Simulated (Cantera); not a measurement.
Charge: 1 mol Pb, 0.35 mol H2, 0.0052 mol CO2, equilibrated at 4.90 mbar.

Cantera equilibrium calculation (NASA polynomials, part measured and part estimated; ideal gas, pure solids and liquids). Candidate condensed phases: C, C6H6, C7H8, C8H18, H2O, Pb, PbO, PbO2, Pb3O4; 113 gas species. Equilibrium is a limit: real reactors are often held back by kinetics, nucleation or transport.

x: gas mole fraction; n: condensed amount in mol.

```tsv
T (K)	x H2	x Pb	x H2O	x CO	x CO2	n Pb(l)
1125	0.933	0.0386	0.0139	0.0139	0.000188	0.986
1175	0.885	0.0889	0.0132	0.0132	0.000154	0.965
1225	0.786	0.191	0.0117	0.0117	0.000119	0.916
1275	(withheld)	(withheld)	(withheld)	(withheld)	(withheld)	(withheld)
1325	0.256	0.736	0.00384	0.00384	3.08e-5	0.0107
1375	0.254	0.738	0.00381	0.00381	2.76e-5	0
1425	0.254	0.738	0.00381	0.00381	(withheld)	0
1475	0.254	0.738	0.00381	0.00381	2.30e-5	0
1525	0.254	0.738	0.00381	0.00382	2.12e-5	0
```

Q: Some entries are withheld; supply them.

A: 
- 1425, x CO2: 2.51e-5
- 1275, x H2: 0.597
- 1275, x Pb: 0.385
- 1275, x H2O: 0.00892
- 1275, x CO: 0.00892
- 1275, x CO2: 8.02e-5
- 1275, n Pb(l): 0.778
